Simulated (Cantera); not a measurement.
An isothermal, constant-pressure homogeneous reactor starts with NO : N₂ = 1 : 1.3 (molar parts), at 2075 K and 100.0 Torr.

Model: GRI-Mech 3.0 (53 species, 325 reactions), integrated in Cantera.

Task: Predict: x(NO) at 7.00 s; x(O) at 7.00 s; x(NO₂) at 7.00 s; x(N₂) at 7.00 s; x(N₂O) at 7.00 s; x(O₂) at 7.00 s.

Result: 
- x(NO) at 7.00 s = 0.0159 (gas-phase equilibrium 0.00936)
- x(O) at 7.00 s = 0.00147 (gas-phase equilibrium 0.00148)
- x(NO₂) at 7.00 s = 8.83e-6 (gas-phase equilibrium 5.23e-6)
- x(N₂) at 7.00 s = 0.774 (gas-phase equilibrium 0.777)
- x(N₂O) at 7.00 s = 2.45e-7 (gas-phase equilibrium 1.90e-7)
- x(O₂) at 7.00 s = 0.209 (gas-phase equilibrium 0.212)
